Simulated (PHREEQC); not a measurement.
Model water analysis in mmol/kgw, 25 °C, pH 7.56, pe 9.9: Na 0.79; K 1.52; Ca 1.08; Mg 0.0153; Cl 1.31; S(6) 0.538; Alkalinity (meq/kgw) 2.2; B 0.00268; Li 0.0686; Pb 0.06.

Na is adjusted to close the charge balance.
Valence states are taken as typed.

Equilibrium calculation in PHREEQC: ion-association model, phreeqc.dat.

The ionic strength comes out as 0.00586 mol/kgw. What activity coefficients do CaHCO3+, CO3-2, HCO3-, KSO4-, NaSO4- get?

CaHCO3+ 0.92, CO3-2 0.73, HCO3- 0.92, KSO4- 0.92, NaSO4- 0.92.

Precipitation was switched off in this run. Examples of supersaturated solids here: Cerussite, Pb(OH)2. Others may be too. Complexes and solids missing from the database can't appear.
